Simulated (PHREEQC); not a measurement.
Solution (25 °C): 0.016 mol K2HPO4 per kg of water. Closed to the air; pH follows from the charge balance.

All values are PHREEQC results (ion-association model, phreeqc.dat), not measurements.

| quantity | before | after |
|---|---|---|
| pH | 9.32 | 8.71 |
| ionic strength (mol/kgw) | 0.0471 | 0.0471 |
| HPO4-2 (mol/kgw) | 0.0155 | 0.0154 |
| KHPO4- (mol/kgw) | 0.000440 | 0.000402 |
| H2PO4- (mol/kgw) | 6.72e-5 | 0.000196 |
| PO4-3 (mol/kgw) | 4.11e-5 | 2.87e-5 |

**Question.** What was changed between the two runs?
A) K2HPO4 from 0.016 to 0.0016 mol/kgw
B) K2HPO4 from 0.016 to 0.024 mol/kgw
C) diluted 10-fold with water
D) temperature from 25 to 80 °C

**Answer.** D, temperature from 25 to 80 °C

This is a speciation only: nothing precipitates in the calculation. Away from 25 °C the constants follow the database's enthalpies or fits; those with neither stay at their 25 °C values.
